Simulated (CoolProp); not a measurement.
Saturated liquid density (kg/m³) of n-heptane: the reference equation beside estimates from Tc = 541.2 K, pc = 27.74 bar, ω = 0.349. Rackett uses Z = 0.29056 − 0.08775 ω.

The numbers come from the reference Helmholtz-energy equation of state, Span 2003 in CoolProp. It is a short technical equation, of lower accuracy than the large ones.

```csv
T (K),reference,Rackett,van der Waals,Redlich-Kwong,Soave-Redlich-Kwong,Peng-Robinson
298.5,679.2,693.7,392.9,581.2,603.3,679.3
322,659.1,672.8,382.0,562.7,587.2,662.2
345.4,638.4,650.9,370.5,542.8,569.4,643.1
368.8,616.8,627.9,358.2,521.0,549.5,621.5
392.3,593.9,603.4,344.7,497.2,527.0,596.9
415.7,569.3,577.2,330.1,471.0,501.6,568.8
439.2,542.3,548.4,313.8,441.7,472.2,535.9
462.6,511.7,516.5,295.5,408.7,437.9,497.1
```

Absolute difference from the reference over all 8 rows, mean and median: Rackett 1.6 and 1.7 %, van der Waals 42.1 and 42.0 %, Redlich-Kwong 16.5 and 15.9 %, Soave-Redlich-Kwong 11.8 and 11.2 %, Peng-Robinson 0.8 and 0.6 %.
